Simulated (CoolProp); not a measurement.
Properties of carbon dioxide along the isotherm 690.7 K (Tc = 304.1 K, pc = 7.377 MPa, ω = 0.224).

Model: reference Helmholtz-energy equation of state, Span 1996, in CoolProp.

```csv
p (MPa),phase,density (kg/m³),Prandtl number
7.38,supercritical,56.60,0.741
14.8,supercritical,113.0,0.759
22.1,supercritical,167.0,0.779
29.5,supercritical,219.5,0.797
36.9,supercritical,269.1,0.814
44.3,supercritical,315.4,0.829
51.6,supercritical,357.7,0.844
59,supercritical,397.3,0.860
66.4,supercritical,433.8,0.876
73.8,supercritical,467.5,0.892
```

Viscosity comes from a separate model (Laesecke 2017). Thermal conductivity comes from a separate model (Huber 2016).
